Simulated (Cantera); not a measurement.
Input: 1 mol BF₃, a varied amount of H₂O, held at 873 K and 16000 Pa.

These are equilibrium values from Cantera (NASA tables, ideal gas, pure condensed phases), not measurements of a reactor. Candidate condensed phases: B, B₂O₃, B₃O₃H₃, H₂O; 43 gas species. Equilibrium is a limit: real reactors are often held back by kinetics, nucleation or transport.

### Question
At 16 mol H₂O, list the 4 most abundant gas species with their mole fractions, and the condensed phases.

### Answer
H₂O 0.859, HF 0.108, BF₃ 0.0210, (HBO₂)₃ 0.0111. Condensed: gas only.
